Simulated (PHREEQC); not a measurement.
Consider water at 40 °C with 1.7 mmol/kgw KOH, 99 mmol/kgw NaAlO2 and 0.58 mmol/kgw (CH3)4NCl. Closed to the air; pH follows from the charge balance.

Computed with PHREEQC (ion-association model, wateq4f.dat).

Precipitation was switched off in this run.

Problem. What pH, ionic strength does the model give?

Solution. pH 10.65; ionic strength 0.101 mol/kgw.

Saturation is exceeded, for instance for Boehmite (slow to form), Gibbsite (slow to form); the values hold only as long as no solid forms. (CH3)4N+ isn't in the database: it is added as a free cation with an ion size of 4 Å. At this temperature some constants are extrapolated from 25 °C, and those without enthalpy data are left unchanged.
